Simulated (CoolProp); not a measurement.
A closed Brayton cycle with dry air: compressor inlet 312.15 K and 1.8 MPa, high pressure 4.35 MPa, turbine inlet 705 K, compressor efficiency 0.89, turbine efficiency 0.9, recuperator effectiveness 0.95 (on enthalpy, no pinch check). Each further row changes one setting.

Computed with CoolProp (reference Helmholtz-energy equation of state, Lemmon 2000). It is a pseudo-pure fit of the blend.

| case | thermal efficiency (%) | net work (kJ/kg) | compressor to turbine work | compressor exit (K) | turbine exit (K) |
|---|---|---|---|---|---|
| as stated | 27.8 | 43.1 | 0.70 | 413.1 | 569.7 |
| turbine inlet 655 K | 22.9 | 32.6 | 0.76 | 413.1 | 528.1 |
| compressor inlet 322.15 K | 25.8 | 39.7 | 0.73 | 426.2 | 569.7 |
| high pressure 3.7 MPa | 29.9 | 39.7 | 0.67 | 392.7 | 592.5 |
| recuperator effectiveness 0.5 | 18.9 | 43.1 | 0.70 | 413.1 | 569.7 |
